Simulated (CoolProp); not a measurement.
CH3F (R41) at 293.15 K and 0.661 MPa is throttled through a valve to 0.307 MPa with no heat exchange. Each further row changes one setting.

The numbers come from the reference Helmholtz-energy equation of state, Lemmon 2006 in CoolProp. It is a short technical equation, of lower accuracy than the large ones.

```json
[
 {"case": "as stated", "temperature change (K)": "(withheld)", "final density (kg/m³)": "(withheld)"},
 {"case": "outlet pressure 0.0921 MPa", "temperature change (K)": "-11.3", "final density (kg/m³)": "(withheld)"},
 {"case": "outlet pressure 0.399 MPa", "temperature change (K)": "-5.0", "final density (kg/m³)": "5.89"}
]
```

Q: What belongs in the gaps?

A: 
- as stated, temperature change (K): -6.9
- as stated, final density (kg/m³): 4.52
- outlet pressure 0.0921 MPa, final density (kg/m³): 1.35
